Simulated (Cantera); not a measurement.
# Gas-phase reforming

An isothermal, constant-pressure homogeneous reactor starts with CH₄ : H₂O = 1 : 4 (molar parts), at 1973 K and 830000 Pa.

Model: GRI-Mech 3.0 (53 species, 325 reactions), integrated in Cantera.

| t (s) | x CH₄ | x H₂O | x CO | x CH₃ | x O₂ | x C₂H₆ |
|---|---|---|---|---|---|---|
| 2.00e-5 | 0.138 | 0.763 | 0.00241 | 0.00323 | 6.44e-8 | 0.00127 |
| 5.73e-5 | 0.0930 | 0.720 | 0.00637 | 0.00193 | 7.08e-8 | 0.000430 |
| 0.000164 | 0.0535 | 0.675 | 0.0138 | 0.00104 | 3.86e-8 | 0.000119 |
| 0.000470 | 0.0294 | 0.621 | 0.0271 | 0.000539 | 2.25e-8 | 3.16e-5 |
| 0.00135 | 0.0196 | 0.550 | 0.0510 | 0.000327 | 1.35e-8 | 1.17e-5 |
| 0.00385 | 0.0127 | 0.472 | 0.0856 | 0.000191 | 8.24e-9 | 4.06e-6 |
| 0.0110 | 0.00457 | 0.419 | 0.112 | 6.41e-5 | 5.91e-9 | 4.70e-7 |
| 0.0316 | 0.000198 | 0.405 | 0.119 | 2.73e-6 | 5.34e-9 | 9.02e-10 |
| 0.0906 | 1.07e-7 | 0.405 | 0.119 | 1.48e-9 | 5.38e-9 | <1e-12 |
| 0.259 | 9.90e-8 | 0.405 | 0.119 | 1.37e-9 | 5.38e-9 | <1e-12 |
| 0.743 | 9.90e-8 | 0.405 | 0.119 | 1.37e-9 | 5.38e-9 | <1e-12 |
| 2.13 | 9.90e-8 | 0.405 | 0.119 | 1.37e-9 | 5.38e-9 | <1e-12 |
| 6.10 | 9.90e-8 | 0.405 | 0.119 | 1.37e-9 | 5.38e-9 | <1e-12 |
| 17.5 | 9.90e-8 | 0.405 | 0.119 | 1.37e-9 | 5.38e-9 | <1e-12 |
| 50.0 | 9.90e-8 | 0.405 | 0.119 | 1.37e-9 | 5.38e-9 | <1e-12 |
x: mole fraction; the columns are a selection and need not sum to one.

Equilibrium at this temperature and pressure: CH₄ 1.10e-7, H₂O 0.405, CO 0.119, CH₃ 1.52e-9, O₂ 5.38e-9, C₂H₆ <1e-12 (gas phase only).
